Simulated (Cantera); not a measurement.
Input (Python, Cantera) and output of one run.

```python
import numpy as np
import cantera as ct

gas_names = """
    B BH BH2 BH3 BN B2 H H2 N NH NH2 NH3 N2 N2H2 N2H4
""".split()
cond_names = """
    B(b) B(L) BN(s)
""".split()


# ... load() reads the species with a 1 bar reference pressure and builds the phases ...
atoms = {
    'borazine': {'B': 3, 'N': 3, 'H': 6},
    'NH3': {'N': 1, 'H': 3},
    'H2': {'H': 2},
}
top_T = {'BN(s)': 3200}  # K; cautious upper limits of use, not melting points


# ... equilibrate(T, P, feed) seeds the gas with the atoms and calls Mixture.equilibrate('TP', solver="vcs", rtol=1e-11, max_steps=5000) ...
results = []
feed = {'borazine': 1, 'NH3': 0.14, 'H2': 1.1}  # mol
T = 2023.15  # K
for P in [10, 37, 140, 520, 1900, 7200, 27000, 100000]:
    mix = equilibrate(T, P, feed)
    results.append((T, P, feed, dict(zip(mix.species_names, mix.species_moles))))

top = {s: max(r[3][s] / sum(r[3][g] for g in gas_names) for r in results) for s in gas_names}
cols = sorted((s for s in top if top[s] > 0.0001), key=lambda s: -top[s])[:8]
seen = [c for c in cond_names if any(r[3].get(c, 0) > 1e-12 for r in results)]
print("log10 of partial pressures in bar; condensed amounts in mol")
print(f"{'P/Pa':>10s}" + "".join(f"{s[:9]:>10s}" for s in cols + seen))
for T, P, feed, n in results:
    ng = sum(n[g] for g in gas_names)
    print(f"{P:10.4g}" + "".join(f"{np.log10(max(n[s] / ng * P / 1e5, 1e-99)):10.3f}" for s in cols)
          + "".join(f"{n.get(c, 0):10.4g}" for c in seen))
```

It prints:

```
log10 of partial pressures in bar; condensed amounts in mol
      P/Pa        H2        N2         H         B       BH2      B(b)     BN(s)
        10    -4.219    -4.608    -4.831    -6.710    -7.492     2.985         0
        37    -3.611    -4.023    -4.526    -6.710    -6.883     2.994         0
       140    -2.932    -3.781    -4.187    -6.710    -6.205     1.045     1.952
       520    -2.310    -3.781    -3.876    -6.710    -5.583    0.1449     2.853
      1900    -1.734    -3.515    -3.588    -6.843    -5.140         0     2.998
      7200    -1.153    -2.938    -3.297    -7.131    -4.847         0     2.999
   2.7e+04    -0.577    -2.364    -3.010    -7.418    -4.558         0         3
     1e+05    -0.008    -1.796    -2.725    -7.702    -4.273         0         3
```

Method: chemical equilibrium by Gibbs-energy minimisation in Cantera with the NASA 1993 tables (ideal gas, pure condensed phases). The feed counts by its element totals alone. Mutual solubility and eutectic melting of coexisting phases are not modelled. The tables' values for BH2 are old estimates; treat these amounts as uncertain.
